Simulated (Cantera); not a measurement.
An isothermal, constant-pressure homogeneous reactor starts with 1.26 % CH₃OH, 1.75 % O₂, 97.0 % N₂, equivalence ratio 1.1, at 1225 K and 1.00 bar.

Model: GRI-Mech 3.0 (53 species, 325 reactions), integrated in Cantera. GRI-Mech 3.0 was tuned for natural gas; its chemistry of methanol as a main component is partial and can be far from experiment. The temperature is held fixed by assumption; the heat of reaction is taken as removed at once.

One state of this run: x CH₃OH = <1e-12; x O₂ = 1.54e-8; x C₂H₂ = <1e-12; x OH = 4.87e-7; x C₂H₆ = <1e-12; x CH₂CO = <1e-12. x: mole fraction; the columns are a selection and need not sum to one.

Problem. Which value of t (s) does it belong to?
A) 0.449
B) 6.68e-5
C) 0.00165
D) 0.00367

Solution. A, 0.449
